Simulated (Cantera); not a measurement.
Si + NF3 + H2 + HCl (silicon etching in halogen gases)

Feed: 1 mol Si, a varied amount of NF3, 32 mol H2, 28 mol HCl, held at 973.15 K and 0.0825 Torr.

Method: chemical equilibrium by Gibbs-energy minimisation in Cantera with the NASA 1993 tables (ideal gas, pure condensed phases). Candidate condensed phases: NH4Cl, Si, Si3N4; 49 gas species. The tables' values for SiCl3, SiF3 are old estimates; treat these amounts as uncertain. Equilibrium is a limit: real reactors are often held back by kinetics, nucleation or transport.

```
n(NF3) (mol)   x H2  x HCl      x HF     x N2   x SiF4
------------  -----  -----  --------  -------  -------
0.71          0.545  0.432  0.000364  0.00588  0.00870
0.92          0.536  0.440  0.000437  0.00756   0.0112
1.2           0.524  0.449  0.000622  0.00977   0.0145
1.5           0.512  0.452   0.00807   0.0121   0.0161
2             0.492  0.444    0.0317   0.0159   0.0159
2.6           0.469  0.436    0.0592   0.0202   0.0156
3.3           0.443  0.427    0.0899   0.0252   0.0152
4.3           0.408  0.414     0.132   0.0318   0.0148
5.5           0.368  0.400     0.179   0.0393   0.0143
7.1           0.319  0.383     0.236   0.0485   0.0137
```
x: gas mole fraction; nothing condenses.

From 0.71 mol NF3 to 7.1 mol NF3 nothing is condensed. The main Si-bearing gas is SiF4 throughout.
